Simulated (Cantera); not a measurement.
Ignition delay

Mixture: CH4 : O2 : N2 : CO2 = 1 : 3.51 : 13.2 : 0.43 (molar parts), at 1.00 bar, adiabatic and at constant pressure. Ignition delay is the time to a rise of 400 K.

Detailed kinetics in Cantera: GRI-Mech 3.0 (53 species, 325 reactions).

| T0 (K) | delay (ms) |
|---|---|
| 1125 | 108 |
| 1175 | 50.8 |
| 1225 | 24.9 |
| 1275 | 12.6 |
| 1325 | 6.69 |
| 1375 | 3.68 |
| 1425 | 2.12 |
| 1475 | 1.27 |
| 1525 | 0.795 |
| 1575 | 0.519 |

apparent activation energy between 1475 and 1575 K: 170 kJ/mol
